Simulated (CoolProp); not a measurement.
The fluid at 215.26 K and 0.324 MPa expands adiabatically to 0.0565 MPa with isentropic efficiency 0.85. The same conditions are run with several fluids, on thermodynamics alone (safety and materials aside).

Model: reference Helmholtz-energy equation of state of each fluid (hydrogen chloride: Thol 2018; carbon monoxide: Lemmon 2006; fluorine: de Reuck 1990; ethylene: Smukala 2000; normal hydrogen: Leachman 2009), in CoolProp.

```json
[
 {"fluid": "hydrogen chloride", "work (kJ/kg)": "59.8", "final temperature (K)": "178.5", "final phase": "two-phase, vapour fraction 0.916", "final density (kg/m³)": "1.55"},
 {"fluid": "carbon monoxide", "work (kJ/kg)": "74.1", "final temperature (K)": "142.9", "final phase": "gas", "final density (kg/m³)": "1.34"},
 {"fluid": "fluorine", "work (kJ/kg)": "54.9", "final temperature (K)": "143.8", "final phase": "gas", "final density (kg/m³)": "1.80"},
 {"fluid": "ethylene", "work (kJ/kg)": "75.4", "final temperature (K)": "160.1", "final phase": "two-phase, vapour fraction 0.973", "final density (kg/m³)": "1.25"},
 {"fluid": "normal hydrogen", "work (kJ/kg)": "1020", "final temperature (K)": "137.7", "final phase": "gas", "final density (kg/m³)": "0.0994"}
]
```
